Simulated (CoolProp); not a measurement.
Vapour-liquid equilibrium of acetone (1) + n-heptane (2) at 169 kPa; x and y are mole fractions of (1).

Computed with CoolProp (multi-fluid Helmholtz-energy mixture model, Lemmon 2006 and Span 2003; pair parameters Bell 2016).

| x | bubble temperature (K) | y at the bubble point | dew temperature at overall composition x (K) | liquid density (mol/L) |
|---|---|---|---|---|
| 0.05 | 377.9 | 0.297 | 388.1 | 6.211 |
| 0.2 | 358.9 | 0.641 | 382.2 | 6.901 |
| 0.35 | 351.8 | 0.742 | 375.4 | 7.587 |
| 0.5 | 348.6 | 0.789 | 367.6 | 8.365 |
| 0.65 | 346.9 | 0.822 | 358.3 | 9.306 |
| 0.8 | 345.6 | 0.865 | 348.0 | 10.48 |
| 0.95 | 344.9 | 0.950 | 344.9 | 11.98 |

No azeotrope shows between x = 0.05 and 0.95.

The pair parameters rest on a limited set of measurements; away from them the model extrapolates.
